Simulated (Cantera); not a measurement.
Charge: 1 mol Al₂O₃, 3.7 mol H₂, 1 mol N₂, equilibrated at 0.000220 bar.

Equilibrium computed with Cantera from the NASA thermochemical tables; the gas is ideal and each condensed phase is pure. Candidate condensed phases: Al, AlN, Al₂O₃, H₂O; 35 gas species. Equilibrium is a limit: real reactors are often held back by kinetics, nucleation or transport. All values below are at 1450 K.

Base state: H₂ 0.787, N₂ 0.213, H 0.000566 (mole fractions); condensed: Al₂O₃(s).

Q: What changes in the equilibrium state with this change: Al₂O₃ replaced by PbS?

A: 
| species | before | after |
|---|---|---|
| H₂ | 0.787 | 0.614 |
| N₂ | 0.213 | 0.169 |
| Pb | 0 | 0.0853 |
| PbS | 0 | 0.0834 |
| S₂ | 0 | 0.0374 |
| H₂S | 0 | 0.00822 |
| SH | 0 | 0.00200 |
| Al₂O₃(s), mol | 1.000 | 0 |
Further candidate phases: Pb, PbS, S.
